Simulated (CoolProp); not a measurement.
Vapour-liquid equilibrium of propylene (1) + R115 (2) at 308 kPa; x and y are mole fractions of (1).

Values from CoolProp's multi-fluid Helmholtz-energy mixture model, Lemmon 2013 and Lemmon 2016; pair parameters Bell 2016.

| x | bubble temperature, mixture model (°C) | bubble temperature, Raoult's law (°C) | y, mixture model | y, Raoult's law |
|---|---|---|---|---|
| 0.05 | -13.0 | -11.4 | 0.110 | 0.066 |
| 0.125 | -15.7 | -12.1 | 0.244 | 0.162 |
| 0.2 | -17.8 | -12.9 | 0.348 | 0.253 |
| 0.275 | -19.4 | -13.6 | 0.429 | 0.340 |
| 0.35 | -20.6 | -14.3 | 0.494 | 0.423 |
| 0.425 | -21.5 | -15.0 | 0.547 | 0.502 |
| 0.5 | -22.1 | -15.6 | 0.593 | 0.577 |
| 0.575 | -22.5 | -16.3 | 0.634 | 0.649 |
| 0.65 | -22.8 | -16.9 | 0.674 | 0.717 |
| 0.725 | -22.8 | -17.6 | 0.716 | 0.783 |
| 0.8 | -22.6 | -18.2 | 0.765 | 0.846 |
| 0.875 | -22.1 | -18.8 | 0.827 | 0.906 |
| 0.95 | -21.0 | -19.4 | 0.916 | 0.963 |

The largest gap from Raoult's law is -6.5 K in bubble temperature, at x = 0.425. y crosses x between x = 0.65 and 0.725: the model has an azeotrope there.

Pair parameters are fitted to limited data, so mixtures are less certain than the pure fluids.
